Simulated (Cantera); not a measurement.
A perfectly stirred reactor is fed with CH4 : O2 : N2 = 0.013 : 0.0025 : 1 (molar parts), equivalence ratio 10, at 8.59 atm; it is held at 1398 K, and followed from long to short residence time.

Model: GRI-Mech 3.0 (53 species, 325 reactions), integrated in Cantera. GRI-Mech 3.0 stops at C3 and has no aromatics, soot or wall deposition, so with more carbon than oxygen in the feed, carbon stays in small species such as C2H2 where larger ones or solid carbon would form.

Question: Predict: x(CH4) at τ = 9.80 s; x(O2) at τ = 9.80 s; x(CH4) at τ = 76.0 ms; x(O2) at τ = 76.0 ms; x(O) at τ = 76.0 ms; x(OH) at τ = 76.0 ms.

Answer: 
```
Quantity                 Value
---------------------  -------
x(CH4) at τ = 9.80 s   0.00554
x(O2) at τ = 9.80 s    2.41e-5
x(CH4) at τ = 76.0 ms   0.0115
x(O2) at τ = 76.0 ms   0.00184
x(O) at τ = 76.0 ms    1.44e-9
x(OH) at τ = 76.0 ms   3.30e-9
```
